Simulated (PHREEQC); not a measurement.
Make-up at 25 °C: 2 mmol/kgw FeSO4, 1.7 mmol/kgw NiCl2, 8.3 mmol/kgw HCl and 0.59 mmol/kgw Na2SO4. Closed to the air; pH follows from the charge balance.

Equilibrium calculation in PHREEQC: ion-association model, wateq4f.dat.

```json
[
 {"quantity": "pH", "before": "2.17", "after": "5.61"},
 {"quantity": "ionic strength (mol/kgw)", "before": "0.0204", "after": "0.0352"},
 {"quantity": "SO4-2 (mol/kgw)", "before": "0.00157", "after": "0.00159"},
 {"quantity": "HSO4- (mol/kgw)", "before": "0.000685", "after": "2.31e-7"},
 {"quantity": "NiSO4 (mol/kgw)", "before": "0.000153", "after": "0.000120"},
 {"quantity": "NiCl+ (mol/kgw)", "before": "2.54e-5", "after": "3.79e-5"},
 {"quantity": "SI of Morenosite (NiSO4:7H2O)", "before": "-3.74", "after": "-3.85"},
 {"quantity": "SI of Halite (NaCl)", "before": "-6.57", "after": "-6.37"}
]
```

**Question.** What was changed between the two runs?
A. HCl left out
B. HCl replaced by ZnCl2 at the same molality
C. FeSO4 from 0.002 to 0.0002 mol/kgw
D. FeSO4 replaced by Al2(SO4)3 at the same molality
E. temperature from 25 to 85 °C

**Answer.** B, HCl replaced by ZnCl2 at the same molality

No solid was allowed to form.
